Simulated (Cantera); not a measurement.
A closed system holds: 1 mol B2H6, 0.43 mol O2, held at 40.0 Pa.

These are equilibrium values from Cantera (NASA tables, ideal gas, pure condensed phases), not measurements of a reactor. Candidate condensed phases: B, B2O3, B3O3H3, H2O; 23 gas species. The feed counts by its element totals alone. The tables' values for BH2 are old estimates; treat these amounts as uncertain. Kinetics and transport are ignored. All values below are at 1800 K.

Base state: H2 0.792, HBO 0.103, B2O2 0.0508, BO 0.0369, H 0.0159, B2O3 0.000735, B2O 0.000306, HBO2 0.000197 (mole fractions); condensed: B(s).

Q: What changes in the equilibrium state with this change: O2 from 0.43 to 1.7 mol?

A: 
```json
[
 {"species": "H2", "before": "0.792", "after": "0.615"},
 {"species": "HBO2", "before": "0.000197", "after": "0.187"},
 {"species": "B2O3", "before": "0.000735", "after": "0.141"},
 {"species": "H2O", "before": "3.90e-6", "after": "0.0183"},
 {"species": "B2O2", "before": "0.0508", "after": "0.00161"},
 {"species": "HBO", "before": "0.103", "after": "0.0162"},
 {"species": "BO", "before": "0.0369", "after": "0.00657"},
 {"species": "H", "before": "0.0159", "after": "0.0140"},
 {"species": "B2O", "before": "0.000306", "after": "1.61e-9"},
 {"species": "BH2", "before": "0.000103", "after": "2.37e-9"},
 {"species": "OH", "before": "5.18e-9", "after": "2.75e-5"},
 {"species": "BO2", "before": "3.18e-7", "after": "0.000342"},
 {"species": "B(s), mol", "before": "1.14", "after": "0"}
]
```
